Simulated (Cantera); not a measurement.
Feed: 1 mol C3H6, 1.8 mol CO2, held at 2702 °C and 3.80 bar.

Cantera equilibrium calculation (NASA polynomials, part measured and part estimated; ideal gas, pure solids and liquids). Candidate condensed phases: C, C6H6, C7H8, C8H18, H2O; 110 gas species. Equilibrium is a limit: real reactors are often held back by kinetics, nucleation or transport.

Base state: CO 0.532, H2 0.396, H 0.0472, C2H2 (acetylene) 0.0229, C4H2 0.000552, C2H 0.000452, CH3 9.07e-5, C2H2 (vinylidene) 6.81e-5 (mole fractions); condensed: C(graphite).

Question: What changes in the equilibrium state with this change: CO2 from 1.8 to 0.16 mol?

Answer: 
```
species            before     after
----------------  -------  --------
H2                  0.396     0.792
CO                  0.532    0.0932
H                  0.0472    0.0667
C2H2 (acetylene)   0.0229    0.0458
CH4               4.77e-5  0.000191
C2H4              6.12e-6   2.45e-5
C3H3 (propargyl)  1.25e-5   3.52e-5
C2H3 (vinyl)      8.35e-6   2.36e-5
CH3               9.07e-5  0.000256
C(graphite), mol    0.865      2.50
```

Question: What changes in the equilibrium state with this change: C3H6 replaced by C6H6?

Answer: 
```
species              before     after
-----------------  --------  --------
CO                    0.532     0.532
H2                    0.396     0.396
H                    0.0472    0.0472
CH2                 2.50e-5   2.50e-5
C4H2               0.000552  0.000552
C2H2 (acetylene)     0.0229    0.0229
C2H2 (vinylidene)   6.81e-5   6.81e-5
CH3                 9.07e-5   9.07e-5
C3H3 (propargyl)    1.25e-5   1.25e-5
C                   1.05e-5   1.05e-5
C(graphite), mol      0.865      3.86
```
